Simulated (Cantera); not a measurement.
A closed system holds: 1 mol SiCl4, 6.1 mol NH3, 2.6 mol N2, at 1.00 bar.

Method: chemical equilibrium by Gibbs-energy minimisation in Cantera with the NASA 1993 tables (ideal gas, pure condensed phases). Candidate condensed phases: NH4Cl, Si, Si3N4; 28 gas species. The tables' values for SiCl3 are old estimates; treat these amounts as uncertain. Kinetics and transport are ignored. All values below are at 1723 K.

Base state: H2 0.459, N2 0.317, HCl 0.207, SiCl2 0.0123, SiCl3 0.00271, SiCl4 0.00112, SiHCl3 0.000510, H 0.000123 (mole fractions); condensed: Si3N4(s).

Q: What changes in the equilibrium state with this change: NH3 from 6.1 to 13 mol?

A: 
| species | before | after |
|---|---|---|
| H2 | 0.459 | 0.588 |
| N2 | 0.317 | 0.284 |
| HCl | 0.207 | 0.124 |
| SiCl2 | 0.0123 | 0.00371 |
| SiCl4 | 0.00112 | 9.41e-5 |
| SiCl3 | 0.00271 | 0.000431 |
| SiHCl3 | 0.000510 | 9.20e-5 |
| SiH2Cl2 | 4.10e-5 | 1.58e-5 |
| Si3N4(s), mol | 0.243 | 0.290 |
